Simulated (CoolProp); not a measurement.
Saturation properties of octamethylcyclotetrasiloxane (D4).

Model: reference Helmholtz-energy equation of state, Thol 2015, in CoolProp.

```
T (K)  p (MPa)  liquid density (kg/m³)  vapour density (kg/m³)  enthalpy of vaporisation (kJ/kg)
-----  -------  ----------------------  ----------------------  --------------------------------
414.1  0.03802                   812.1                   3.403                               ___
428.2  0.05799                   793.6                     ___                             138.9
442.2  0.08521                     ___                   7.375                               ___
456.3   0.1218                   754.8                   10.44                             127.9
470.3   0.1692                   734.2                   14.45                             122.0
484.4   0.2302                     ___                   19.71                             115.8
498.4   0.3061                   689.2                   26.49                             109.1
512.4   0.3999                   664.1                   35.29                             101.8
526.5   0.5153                   636.2                     ___                             93.60
540.5   0.6541                   604.8                   62.49                             84.26
554.6   0.8224                   567.1                   84.55                             72.98
568.6    1.024                   518.1                   118.5                             58.31
```

Complete the blanks.


- 414.1, enthalpy of vaporisation (kJ/kg): 144.1
- 428.2, vapour density (kg/m³): 5.091
- 442.2, liquid density (kg/m³): 774.7
- 442.2, enthalpy of vaporisation (kJ/kg): 133.5
- 484.4, liquid density (kg/m³): 712.3
- 526.5, vapour density (kg/m³): 46.94

It boils at 448.9 K under 1 atm.
